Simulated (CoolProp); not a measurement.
R125 at 403.34 K and 0.248 MPa flows at 1.7 m/s in a round tube of 100 mm bore and 15 µm roughness, fully developed (64/Re and Nu = 3.66 if laminar; Colebrook and Gnielinski if turbulent). Each further row changes one setting.

Values from CoolProp's reference Helmholtz-energy equation of state, Lemmon 2005.

```json
[
 {"case": "as stated", "Reynolds number": "88600", "Darcy friction factor": "0.0192", "pressure drop (Pa/m)": "2.49", "heat-transfer coefficient (W/(m² K))": "38.9", "mass flow (kg/h)": "432"},
 {"case": "velocity 3.4 m/s", "Reynolds number": "177000", "Darcy friction factor": "0.0171", "pressure drop (Pa/m)": "8.87", "heat-transfer coefficient (W/(m² K))": "69.1", "mass flow (kg/h)": "864"},
 {"case": "diameter 200 mm", "Reynolds number": "177000", "Darcy friction factor": "0.0166", "pressure drop (Pa/m)": "1.08", "heat-transfer coefficient (W/(m² K))": "33.5", "mass flow (kg/h)": "1730"}
]
```

Viscosity comes from a separate model (Huber 2006). Thermal conductivity comes from a separate model (Perkins 2006).
